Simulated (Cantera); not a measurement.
Charge: 1 mol FeS, a varied amount of H2S, 5.4 mol H2O, at 600 K and 13.3 mbar.

These are equilibrium values from Cantera (NASA tables, ideal gas, pure condensed phases), not measurements of a reactor. Candidate condensed phases: Fe, FeO, Fe(OH)2, Fe(OH)3, FeS, FeSO4, FeS2, Fe2O3, Fe2(SO4)3, Fe3O4, H2O, H2SO4, S; 22 gas species. FeS: taken at fixed stoichiometry. The numbers say what is thermodynamically allowed, not how fast it happens.

x: gas mole fraction; n: condensed amount in mol.

```csv
n(H2S) (mol),x H2O,x H2S,x H2,x SO2,x S2,n FeS(s),n FeS2(s)
0.055,0.990,0.00583,0.00426,8.65e-9,4.99e-9,0.977,0.0232
0.078,0.986,0.00823,0.00601,4.30e-9,4.99e-9,0.967,0.0329
0.11,0.980,(withheld),(withheld),(withheld),4.99e-9,0.954,(withheld)
0.16,0.971,0.0166,0.0121,1.02e-9,4.99e-9,0.932,0.0675
0.22,0.961,0.0226,0.0165,5.40e-10,4.99e-9,0.907,0.0928
0.31,0.946,(withheld),(withheld),(withheld),4.99e-9,0.869,(withheld)
0.44,0.925,0.0435,0.0318,1.35e-10,4.99e-9,0.814,0.186
```

Q: What belongs in the gaps?

A: 
- 0.11, x H2S: 0.0115
- 0.11, x H2: 0.00843
- 0.11, x SO2: 2.16e-9
- 0.11, n FeS2(s): 0.0464
- 0.31, x H2S: 0.0314
- 0.31, x H2: 0.0229
- 0.31, x SO2: 2.72e-10
- 0.31, n FeS2(s): 0.131
